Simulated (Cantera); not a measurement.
A closed system holds: 1 mol SiC, 0.045 mol H₂O, 48 mol H₂, held at 1525 K.

Equilibrium computed with Cantera from the NASA thermochemical tables; the gas is ideal and each condensed phase is pure. Candidate condensed phases: C, C₆H₆, C₇H₈, C₈H₁₈, H₂O, Si, SiC, SiO₂; 123 gas species. Mutual solubility and eutectic melting of coexisting phases are not modelled. The tables hold silica as quartz up to 1696 K and as liquid above; real silica turns to tridymite and cristobalite and melts near 1996 K. Kinetics and transport are ignored.

x: gas mole fraction; n: condensed amount in mol.

| P (Pa) | x H₂ | x H | x CO | x Si | x SiO | x CH₄ | x H₂O | n SiC(s) | n SiO₂(β-quartz) |
|---|---|---|---|---|---|---|---|---|---|
| 0.100 | 0.975 | 0.0234 | 0.000870 | 0.000812 | 5.43e-5 | 4.04e-10 | 6.54e-12 | 0.958 | 0 |
| 0.600 | 0.989 | 0.00960 | 0.000647 | 0.000359 | 0.000284 | 9.41e-10 | 7.85e-11 | 0.969 | 0 |
| 3.60 | 0.995 | 0.00393 | 0.000509 | 8.24e-5 | 0.000425 | 4.15e-9 | 5.14e-10 | 0.975 | 0 |
| 22 | 0.997 | (withheld) | 0.000475 | (withheld) | 0.000460 | (withheld) | (withheld) | 0.977 | 0 |
| 130 | 0.998 | 0.000656 | 0.000469 | 2.49e-6 | 0.000466 | 1.38e-7 | 1.87e-8 | 0.977 | 0 |
| 770 | 0.999 | 0.000269 | 0.000468 | 4.22e-7 | 0.000468 | 8.17e-7 | 1.11e-7 | 0.977 | 0 |
| 4600 | 0.999 | 0.000110 | 0.000465 | 7.10e-8 | 0.000470 | 4.86e-6 | 6.63e-7 | 0.977 | 0 |
| 28000 | 0.999 | 4.47e-5 | 0.000452 | 1.20e-8 | 0.000480 | 2.88e-5 | 4.02e-6 | 0.977 | 0 |
| 170000 | 0.999 | (withheld) | (withheld) | (withheld) | (withheld) | (withheld) | (withheld) | 0.979 | (withheld) |
| 1000000 | 0.999 | 7.48e-6 | 1.02e-5 | 7.20e-10 | 5.00e-5 | 0.000479 | 6.97e-6 | 0.976 | 0.0209 |

### Question
What belongs in the gaps?

### Answer

- 170000, x H: 1.81e-5
- 170000, x CO: 0.000236
- 170000, x Si: 1.70e-9
- 170000, x SiO: 0.000187
- 170000, x CH₄: 0.000203
- 170000, x H₂O: 1.10e-5
- 170000, n SiO₂(β-quartz): 0.0121
- 22, x H: 0.00159
- 22, x Si: 1.45e-5
- 22, x CH₄: 2.37e-8
- 22, x H₂O: 3.17e-9
